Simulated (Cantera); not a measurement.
What does this Cantera script print?

```python
import numpy as np
import cantera as ct

gas_names = """
    P4 NO N
""".split()
cond_names = """
    P4O10(s)
""".split()


def load(file, names, dense=False):
    # The tables refer to 1 bar. Condensed volumes are neglected.
    table = {s.name: s for s in ct.Species.list_from_file(file)}
    out = []
    for n in names:
        d = dict(table[n].input_data)
        d["thermo"] = dict(d["thermo"], **{"reference-pressure": 1e5})
        if dense:
            d["equation-of-state"] = {"model": "constant-volume", "density": "1e6 g/cm^3"}
        out.append(ct.Species.from_dict(d))
    return out


species = {s.name: s for s in load("nasa_gas.yaml", gas_names) + load("nasa_condensed.yaml", cond_names)}
# Each term lists the table entries of one substance; the one whose range holds T is used.
reactions = {
    'P4(g) + 10 NO(g) = 10 N(g) + P4O10':
        [(-1, ['P4']), (-10, ['NO']), (10, ['N']), (1, ['P4O10(s)'])],
}


def pick(names, T):
    return next(species[n] for n in names if species[n].thermo.min_temp <= T <= species[n].thermo.max_temp)


results = []
for label, terms in reactions.items():
    print(label)
    print("     T/K   dH/kJ  dS/(J/K)   dG/kJ   log10 K")
    for T in [300, 448, 473, 498, 523, 548, 573, 598, 623, 648]:
        used = [(nu, pick(names, T)) for nu, names in terms]
        dH = sum(nu * s.thermo.h(T) for nu, s in used) / 1e6
        dS = sum(nu * s.thermo.s(T) for nu, s in used) / 1e3
        dG = dH - T * dS / 1e3
        logK = -dG * 1e6 / (ct.gas_constant * T * np.log(10))
        results.append((label, T, dH, dS, dG, logK, [s.name for _, s in used]))
        print(f"{T:8g} {dH:8.1f} {dS:8.1f} {dG:8.1f} {logK:8.2f}")
```

Output:

```
P4(g) + 10 NO(g) = 10 N(g) + P4O10
     T/K   dH/kJ  dS/(J/K)   dG/kJ   log10 K
     300    745.3   -625.4    932.9  -162.42
     448    757.8   -592.2   1023.1  -119.28
     473    760.7   -585.9   1037.8  -114.61
     498    763.7   -579.6   1052.4  -110.38
     523    767.0   -573.3   1066.8  -106.54
     548    770.4   -566.9   1081.0  -103.04
     573    774.0   -560.5   1095.1   -99.83
     598    777.7   -554.1   1109.1   -96.87
     623    781.6   -547.8   1122.8   -94.14
     648    785.6   -541.4   1136.5   -91.61
```

Cantera with NASA thermochemical tables; ideal gases at 1 bar, condensed phases pure. Condensed species are held in their standard states even where they would react or evaporate.
